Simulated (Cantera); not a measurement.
A Cantera script and what it prints.

```python
import numpy as np
import cantera as ct

gas_names = """
    B BF BF2 BF3 BN B2 F F2 N NF NF2 NF3 N2
""".split()
cond_names = """
    B(b) B(L) BN(s)
""".split()


# ... load() reads the species with a 1 bar reference pressure and builds the phases ...
atoms = {
    'BN': {'B': 1, 'N': 1},
    'NF3': {'N': 1, 'F': 3},
    'N2': {'N': 2},
}
top_T = {'BN(s)': 3200}  # K; cautious upper limits of use, not melting points


# ... equilibrate(T, P, feed) seeds the gas with the atoms and calls Mixture.equilibrate('TP', solver="vcs", rtol=1e-11, max_steps=5000) ...
results = []
feed = {'BN': 1, 'NF3': 5.7, 'N2': 96}  # mol
T = 898.15  # K
for P in [1, 3.6, 13, 46, 170, 600, 2200, 7700, 28000, 100000]:
    mix = equilibrate(T, P, feed)
    results.append((T, P, feed, dict(zip(mix.species_names, mix.species_moles))))

top = {s: max(r[3][s] / sum(r[3][g] for g in gas_names) for r in results) for s in gas_names}
cols = sorted((s for s in top if top[s] > 0.001), key=lambda s: -top[s])[:9]
seen = [c for c in cond_names if any(r[3].get(c, 0) > 1e-12 for r in results)]
print("log10 of partial pressures in bar; condensed amounts in mol")
print(f"{'P/Pa':>10s}" + "".join(f"{s[:9]:>10s}" for s in cols + seen))
for T, P, feed, n in results:
    ng = sum(n[g] for g in gas_names)
    print(f"{P:10.4g}" + "".join(f"{np.log10(max(n[s] / ng * P / 1e5, 1e-99)):10.3f}" for s in cols)
          + "".join(f"{n.get(c, 0):10.4g}" for c in seen))
```

Output:

```
log10 of partial pressures in bar; condensed amounts in mol
      P/Pa        N2         F        F2       NF3       BF3
         1    -5.061    -5.910    -8.830   -15.398    -7.059
       3.6    -4.505    -5.357    -7.722   -13.458    -6.502
        13    -3.947    -4.808    -6.624   -11.533    -5.944
        46    -3.396    -4.286    -5.581    -9.693    -5.393
       170    -2.825    -3.792    -4.593    -7.924    -4.822
       600    -2.271    -3.379    -3.768    -6.409    -4.268
      2200    -1.701    -3.015    -3.038    -5.031    -3.698
      7700    -1.153    -2.706    -2.421    -3.830    -3.149
   2.8e+04    -0.588    -2.428    -1.866    -2.715    -2.584
     1e+05    -0.032    -2.206    -1.421    -1.770    -2.025
```

Method: chemical equilibrium by Gibbs-energy minimisation in Cantera with the NASA 1993 tables (ideal gas, pure condensed phases).
